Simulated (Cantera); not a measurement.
## Reactions in the system Al-F-N

Source: NASA polynomial tables (part measured, part estimated), evaluated in Cantera. Values are per mole of reaction as written; species without (g) are pure solids or liquids, kept so even where they would boil at 1 bar.

AlF₃(g) + 2 N(g) = AlN + NF₃(g)

```json
[
 {"T (K)": "698", "ΔH° (kJ)": "-188.3", "ΔS° (J/K)": "-309.1", "ΔG° (kJ)": "27.5", "log10 K": "-2.06"},
 {"T (K)": "723", "ΔH° (kJ)": "-188.2", "ΔS° (J/K)": "-309.0", "ΔG° (kJ)": "35.2", "log10 K": "-2.54"},
 {"T (K)": "748", "ΔH° (kJ)": "-188.1", "ΔS° (J/K)": "-308.9", "ΔG° (kJ)": "42.9", "log10 K": "-3.00"},
 {"T (K)": "773", "ΔH° (kJ)": "-188.1", "ΔS° (J/K)": "-308.8", "ΔG° (kJ)": "50.6", "log10 K": "-3.42"},
 {"T (K)": "798", "ΔH° (kJ)": "-188.0", "ΔS° (J/K)": "-308.7", "ΔG° (kJ)": "58.4", "log10 K": "-3.82"},
 {"T (K)": "823", "ΔH° (kJ)": "-187.8", "ΔS° (J/K)": "-308.5", "ΔG° (kJ)": "66.1", "log10 K": "-4.19"},
 {"T (K)": "848", "ΔH° (kJ)": "-187.7", "ΔS° (J/K)": "-308.4", "ΔG° (kJ)": "73.8", "log10 K": "-4.55"},
 {"T (K)": "873", "ΔH° (kJ)": "-187.6", "ΔS° (J/K)": "-308.2", "ΔG° (kJ)": "81.5", "log10 K": "-4.88"}
]
```
